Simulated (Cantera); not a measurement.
Mixture: CH₄ : C₂H₆ : O₂ : N₂ = 1 : 0.24 : 4.44 : 16.7 (molar parts), at 99000 Pa, adiabatic and at constant volume. Ignition delay is the time to a rise of 400 K.

Model: GRI-Mech 3.0 (53 species, 325 reactions), integrated in Cantera.

Question: What does this change do: O2 4.44 to 6.3 parts?

Answer: 
```
quantity                                                before       after
--------------------------------------------------  ----------  ----------
delay at 1175 K                                        3.76 ms     3.55 ms
delay at 1275 K                                       0.936 ms    0.835 ms
delay at 1375 K                                       0.340 ms    0.289 ms
delay at 1475 K                                       0.151 ms    0.126 ms
delay at 1575 K                                        75.2 µs     63.0 µs
delay at 1675 K                                        41.2 µs     35.0 µs
delay at 1775 K                                        24.6 µs     21.2 µs
apparent activation energy between 1575 and 1775 K  130 kJ/mol  130 kJ/mol
```

Question: What does this change do: pressure from 99000 Pa to 1000000 Pa?

Answer: 
```csv
quantity,before,after
delay at 1175 K,3.76 ms,1.17 ms
delay at 1275 K,0.936 ms,0.271 ms
delay at 1375 K,0.340 ms,84.4 µs
delay at 1475 K,0.151 ms,33.5 µs
delay at 1575 K,75.2 µs,15.6 µs
delay at 1675 K,41.2 µs,8.02 µs
delay at 1775 K,24.6 µs,4.48 µs
apparent activation energy between 1575 and 1775 K,130 kJ/mol,140 kJ/mol
```
